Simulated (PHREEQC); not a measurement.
K2CO3 is added in steps, without added water, to 1 kg of water holding 0.025 mol CuCl2 and 0.00037 mol NaCl, at 40 °C. O2 is buffered at 0.21 atm. CO2 from the air is kept out. Only these solids could form: Cu(OH)2, Malachite, Atacamite, Halite, Nahcolite, Natron.

Base run: PHREEQC, ion-association model, wateq4f.dat. Each further column changes one thing. The table gives pH.

```tsv
K2CO3 added (mol)	base	all activity coefficients set to 1	Davies equation for every ion	metal-ligand complexes left out
0	4.05	3.81	4.06	4.01
0.005	4.13	___	4.15	4.10
0.0075	4.19	___	4.20	4.16
0.0125	4.35	4.14	4.37	4.32
0.0175	4.52	4.48	4.52	4.49
0.02	4.58	4.56	4.59	4.56
0.025	5.07	5.01	5.07	5.04
0.03	6.33	6.42	6.32	6.33
0.0325	6.68	___	6.67	6.68
0.0375	8.06	___	8.05	8.06
0.0425	9.21	___	9.20	9.21
0.045	9.38	___	9.36	9.38
0.05	9.58	9.90	9.57	9.58
```

Fill in the missing entries.


- 0.005, all activity coefficients set to 1: 3.90
- 0.0075, all activity coefficients set to 1: 3.97
- 0.0325, all activity coefficients set to 1: 6.77
- 0.0375, all activity coefficients set to 1: 8.25
- 0.0425, all activity coefficients set to 1: 9.51
- 0.045, all activity coefficients set to 1: 9.68

Constants without temperature data keep their 25 °C values here. The database's constant for dissolved Cu(OH)2 is higher than later reviews accept.
